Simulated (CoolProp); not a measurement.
The fluid at 513.67 K and 4.95 MPa flows at 6.2 m/s in a round tube of 10 mm bore and 45 µm roughness, fully developed (64/Re and Nu = 3.66 if laminar; Colebrook and Gnielinski if turbulent). The same conditions are run with several fluids, on thermodynamics alone (safety and materials aside).

Values from CoolProp's reference Helmholtz-energy equation of state of each fluid (sulfur hexafluoride: Guder 2009; propane: Lemmon 2009; propylene: Lemmon 2013; n-butane: Bücker 2006; ethane: Bücker 2006).

### Question
Rank sulfur hexafluoride, propane, propylene, n-butane, ethane by Reynolds number, highest first.

### Answer
sulfur hexafluoride (415000), n-butane (382000), propane (236000), propylene (202000), ethane (140000)

```json
[
 {"fluid": "sulfur hexafluoride", "Darcy friction factor": "0.0297", "pressure drop (Pa/m)": "10300", "heat-transfer coefficient (W/(m² K))": "4470", "mass flow (kg/h)": "316"},
 {"fluid": "propane", "Darcy friction factor": "0.0299", "pressure drop (Pa/m)": "3360", "heat-transfer coefficient (W/(m² K))": "4280", "mass flow (kg/h)": "103"},
 {"fluid": "propylene", "Darcy friction factor": "0.0299", "pressure drop (Pa/m)": "3170", "heat-transfer coefficient (W/(m² K))": "3550", "mass flow (kg/h)": "96.5"},
 {"fluid": "n-butane", "Darcy friction factor": "0.0297", "pressure drop (Pa/m)": "5160", "heat-transfer coefficient (W/(m² K))": "6930", "mass flow (kg/h)": "159"},
 {"fluid": "ethane", "Darcy friction factor": "0.0301", "pressure drop (Pa/m)": "2130", "heat-transfer coefficient (W/(m² K))": "2700", "mass flow (kg/h)": "64.4"}
]
```

Transport values come from each fluid's own correlations; those of propylene are estimates that may be off by 10 % or more.
